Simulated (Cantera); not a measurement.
An isothermal, constant-pressure homogeneous reactor starts with 50.7 % CH4, 45.1 % CO2, 4.26 % H2, at 1348 K and 4.93 atm.

Cantera simulation using GRI-Mech 3.0 (53 species, 325 reactions); the numbers are that mechanism's predictions, not measurements.

**Question.** Predict: x(CH4) at 4.00 s; x(CO2) at 4.00 s; x(H2) at 4.00 s; x(CH2O) at 4.00 s.

**Answer.** 
```
Item                                                Result
-----------------  ---------------------------------------
x(CH4) at 4.00 s      0.327 (gas-phase equilibrium 0.0315)
x(CO2) at 4.00 s    0.310 (gas-phase equilibrium 0.000732)
x(H2) at 4.00 s        0.107 (gas-phase equilibrium 0.493)
x(CH2O) at 4.00 s  3.38e-7 (gas-phase equilibrium 5.37e-7)
```
